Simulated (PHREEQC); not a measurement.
Solution (25 °C): 6.8 mmol/kgw NH4BF4. Closed to the air; pH follows from the charge balance.

Equilibrium calculation in PHREEQC: ion-association model, wateq4f.dat.

| quantity | before | after |
|---|---|---|
| pH | 2.98 | 2.95 |
| BF4- (mol/kgw) | 0.00487 | 0.00791 |
| HF (mol/kgw) | 0.00322 | 0.00364 |
| F- (mol/kgw) | 0.00225 | 0.00240 |
| H3BO3 (mol/kgw) | 0.00114 | 0.00119 |

**Question.** Name the change that produced these shifts.
A. NH4BF4 from 0.0068 to 0.00136 mol/kgw
B. NH4BF4 from 0.0068 to 0.00748 mol/kgw
C. NH4BF4 from 0.0068 to 0.0102 mol/kgw
D. temperature from 25 to 20 °C
E. NH4BF4 from 0.0068 to 0.034 mol/kgw

**Answer.** C, NH4BF4 from 0.0068 to 0.0102 mol/kgw

No solid was allowed to form. Real BF4- forms and hydrolyses slowly; the run takes it at equilibrium.
